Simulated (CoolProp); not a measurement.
p-xylene along the isotherm 601 K: fugacity coefficient from the reference equation and from simpler models built on Tc = 616.2 K, pc = 3532 kPa, ω = 0.324; each cubic takes its own stable root.

Values from CoolProp's reference Helmholtz-energy equation of state, Zhou 2012.

| p (kPa) | phase | reference | van der Waals | Redlich-Kwong | Soave-Redlich-Kwong | Peng-Robinson |
|---|---|---|---|---|---|---|
| 27.9 | gas | 0.9968 | 0.9975 | 0.9971 | 0.9971 | 0.9968 |
| 47.1 | gas | 0.9945 | 0.9958 | 0.9951 | 0.9951 | 0.9945 |
| 79.5 | gas | 0.9908 | 0.9929 | 0.9918 | 0.9917 | 0.9908 |
| 134 | gas | 0.9845 | 0.9880 | 0.9861 | 0.9859 | 0.9845 |
| 226 | gas | 0.9739 | [?] | 0.9767 | 0.9763 | 0.9739 |
| 382 | gas | 0.9561 | [?] | 0.9607 | 0.9601 | 0.9560 |
| 645 | gas | 0.9263 | [?] | 0.9339 | 0.9329 | 0.9263 |
| 1090 | gas | 0.8768 | 0.9032 | 0.8890 | 0.8874 | 0.8768 |
| 1840 | gas | 0.7948 | 0.8365 | 0.8141 | 0.8114 | 0.7954 |
| 3100 | liquid | 0.6404 | 0.7182 | [?] | 0.6686 | 0.6468 |
| 5230 | liquid | [?] | 0.4987 | 0.4558 | 0.4452 | [?] |
| 8830 | liquid | 0.2843 | 0.3675 | [?] | [?] | 0.2938 |

### Question
Fill in the missing entries.

### Answer

- 226, van der Waals: 0.9799
- 382, van der Waals: 0.9660
- 645, van der Waals: 0.9426
- 3100, Redlich-Kwong: 0.6820
- 5230, reference: 0.4162
- 5230, Peng-Robinson: 0.4254
- 8830, Redlich-Kwong: 0.3212
- 8830, Soave-Redlich-Kwong: 0.3130

At some of these states van der Waals gives the other phase, because its saturation line lies elsewhere.
